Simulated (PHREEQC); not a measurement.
A PHREEQC speciation (ion-association model, wateq4f.dat) at 25 °C gives pH 1.13 and these molalities:

```
species  mol/kgw
-------  -------
H+        0.0896
HSO4-     0.0564
SO4-2     0.0166
```

Problem. What are the element totals, and what could have been dissolved in 1 kg of water to give them?

Solution. This is not unique; one that fits is totals S(6) 0.0730 mol/kgw, from 0.073 mol/kgw H2SO4.

This is a speciation only: nothing precipitates in the calculation.
